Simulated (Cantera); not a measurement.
Ignition delay

Mixture: 10.9 % CO, 0.402 % H2, 4.13 % CH4, 12.6 % O2, 72.0 % N2, at 49000 Pa, adiabatic and at constant pressure. Ignition delay is the time to a rise of 400 K.

Computed with Cantera and GRI-Mech 3.0 (53 species, 325 reactions).

```json
[
 {"T0 (K)": "1198", "delay (ms)": "35.0"},
 {"T0 (K)": "1248", "delay (ms)": "18.5"},
 {"T0 (K)": "1298", "delay (ms)": "10.2"},
 {"T0 (K)": "1348", "delay (ms)": "5.80"},
 {"T0 (K)": "1398", "delay (ms)": "3.49"},
 {"T0 (K)": "1448", "delay (ms)": "2.21"},
 {"T0 (K)": "1498", "delay (ms)": "1.47"},
 {"T0 (K)": "1548", "delay (ms)": "1.01"},
 {"T0 (K)": "1598", "delay (ms)": "0.721"}
]
```

```json
{
  "apparent activation energy between 1498 and 1598 K": "140 kJ/mol"
}
```
